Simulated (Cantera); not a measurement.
A perfectly stirred reactor is fed with H2 : O2 : N2 = 1.5 : 1 : 0.84 (molar parts), at 100.0 Torr; it is held at 1123 K, and followed from long to short residence time.

Detailed kinetics in Cantera: the H2/O2 subset of GRI-Mech 3.0, which has no nitrogen chemistry. The temperature is held fixed by assumption; the heat of reaction is taken as removed at once.

Problem. What does this change do: H2 1.5 to 0.62 parts?

Solution. 
```json
[
 {"quantity": "x(H2) at τ = 0.570 s", "before": "0.00133", "after": "0.000558"},
 {"quantity": "x(O2) at τ = 0.570 s", "before": "0.0969", "after": "0.321"},
 {"quantity": "x(H2O) at τ = 0.570 s", "before": "0.577", "after": "0.287"},
 {"quantity": "x(H2O2) at τ = 0.570 s", "before": "2.57e-6", "after": "1.49e-6"},
 {"quantity": "x(HO2) at τ = 0.570 s", "before": "1.90e-5", "after": "1.43e-5"},
 {"quantity": "x(H2) at τ = 39.0 ms", "before": "0.00704", "after": "0.00297"},
 {"quantity": "x(O2) at τ = 39.0 ms", "before": "0.0992", "after": "0.321"},
 {"quantity": "x(H2O) at τ = 39.0 ms", "before": "0.568", "after": "0.284"},
 {"quantity": "x(H2O2) at τ = 39.0 ms", "before": "4.68e-6", "after": "3.23e-6"},
 {"quantity": "x(HO2) at τ = 39.0 ms", "before": "3.59e-5", "after": "3.92e-5"}
]
```

Problem. What does this change do: H2 1.5 to 0.53 parts?

Solution. 
```tsv
quantity	before	after
x(H2) at τ = 0.570 s	0.00133	0.000496
x(O2) at τ = 0.570 s	0.0969	0.349
x(H2O) at τ = 0.570 s	0.577	0.251
x(H2O2) at τ = 0.570 s	2.57e-6	1.32e-6
x(HO2) at τ = 0.570 s	1.90e-5	1.29e-5
x(H2) at τ = 39.0 ms	0.00704	0.00263
x(O2) at τ = 39.0 ms	0.0992	0.349
x(H2O) at τ = 39.0 ms	0.568	0.248
x(H2O2) at τ = 39.0 ms	4.68e-6	2.87e-6
x(HO2) at τ = 39.0 ms	3.59e-5	3.61e-5
```
